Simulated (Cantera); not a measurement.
An isothermal plug-flow reactor at 925 K and 2.60 bar (inlet), inlet velocity 2.3 m/s, active area per volume 1600 1/m; feed CO : O2 : N2 = 0.0023 : 0.022 : 0.79 (molar parts), equivalence ratio 0.052.

Detailed kinetics in Cantera: Deutschmann's 1995 Pt surface mechanism with GRI-Mech 3.0 gas chemistry. Catalytic surfaces can have several steady states; this one follows from the mechanism file's or the stated starting coverage. Mass transfer to the wall is taken as infinitely fast.

One state of this run: x CO = 1.44e-10; x O2 = 0.0256; x H2O = <1e-12; x CO2 = 0.00283; θ free Pt = 0.140; θ O* = 0.860; θ CO* = 1.16e-10. x: gas mole fraction; θ: surface coverage.

Which value of z (m) does it belong to?
A. 0.0034
B. 0.00019
C. 0.00034
D. 0.0011

A, 0.0034
